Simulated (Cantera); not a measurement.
# Ca(OH)2 + CO2 (calcination and drying)

Input: 1 mol Ca(OH)2, 0.57 mol CO2, equilibrated at 1000 Pa.

Cantera equilibrium calculation (NASA polynomials, part measured and part estimated; ideal gas, pure solids and liquids). Candidate condensed phases: C, C6H6, C7H8, C8H18, Ca, CaCO3, CaO, Ca(OH)2, H2O; 115 gas species. Equilibrium is a limit: real reactors are often held back by kinetics, nucleation or transport.

```csv
T (K),x H2O,x CO2,x H2,x O2,n CaCO3(calcite),n CaO(s)
750,0.995,0.00547,1.56e-9,7.80e-10,0.564,0.436
800,0.969,0.0311,7.96e-9,3.98e-9,0.538,0.462
850,0.857,0.143,3.09e-8,1.62e-8,0.403,0.597
900,0.637,0.363,8.76e-8,5.41e-8,0,1.00
950,0.637,0.363,2.75e-7,1.79e-7,0,1.00
1000,0.637,0.363,7.67e-7,5.27e-7,0,1.00
1050,0.637,0.363,1.94e-6,1.41e-6,0,1.00
1100,0.637,0.363,4.51e-6,3.47e-6,0,1.00
```
x: gas mole fraction; n: condensed amount in mol.

From 750 K to 850 K the condensed part is CaCO3(calcite) + CaO(s). From 900 K to 1100 K the condensed part is CaO(s).
